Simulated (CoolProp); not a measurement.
Aqueous propylene glycol as a coolant, 15 % by mass, freezing at -4.9 °C, 1 atm.

Computed with CoolProp (Melinder's fits for secondary coolants).

```
T (°C)  viscosity (mPa s)  Prandtl number  conductivity (W/(m K))  cp (kJ/(kg K))
------  -----------------  --------------  ----------------------  --------------
-1.5                 3.63            29.5                   0.491           3.995
3.4                  2.99            24.0                   0.497           4.002
8.3                  2.49            19.8                   0.503           4.009
13.2                 2.11            16.6                   0.509           4.017
18.1                 1.80            14.1                   0.515           4.025
23                   1.56            12.1                   0.521           4.033
27.9                 1.36            10.4                   0.527           4.041
32.9                 1.20            9.12                   0.532           4.050
```
